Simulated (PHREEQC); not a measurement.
Consider water at 25 °C with 0.19 mol H2SO4 and 0.012 mol KH2PO4 per kg of water. It is in equilibrium with CO2 at log p = -2 (atm). Otherwise closed; pH follows from the charge balance.

Equilibrium calculation in PHREEQC: ion-association model, phreeqc.dat.

Precipitation was switched off in this run.

Problem. What pH does the model give?

Solution. pH 0.79.

Problem. In which forms is S present?

Solution. HSO4- 85 %, SO4-2 15 % of the S.
